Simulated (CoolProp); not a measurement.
The fluid at 298.15 K and 1.23 MPa flows at 1.1 m/s in a round tube of 6 mm bore and 0.25 µm roughness, fully developed (64/Re and Nu = 3.66 if laminar; Colebrook and Gnielinski if turbulent). The same conditions are run with several fluids, on thermodynamics alone (safety and materials aside).

Computed with CoolProp (reference Helmholtz-energy equation of state of each fluid (nitrogen: Span 2000; oxygen: Schmidt 1985; R13: Platzer 1990; C2F6 (R116): Lemmon 2006; normal hydrogen: Leachman 2009)). The equations of Platzer and Polt are older, rougher fits.

```csv
fluid,Reynolds number,Darcy friction factor,pressure drop (Pa/m),heat-transfer coefficient (W/(m² K)),mass flow (kg/h)
nitrogen,5120,0.0372,52.2,72.9,1.56
oxygen,5080,0.0373,60.1,74.1,1.79
R13,26500,0.0243,144,152,6.61
C2F6 (R116),36600,0.0225,181,227,8.93
normal hydrogen,736,0.0870,8.71,114,0.111
```

Transport values come from each fluid's own correlations; those of R13, C2F6 (R116) are estimates that may be off by 10 % or more.
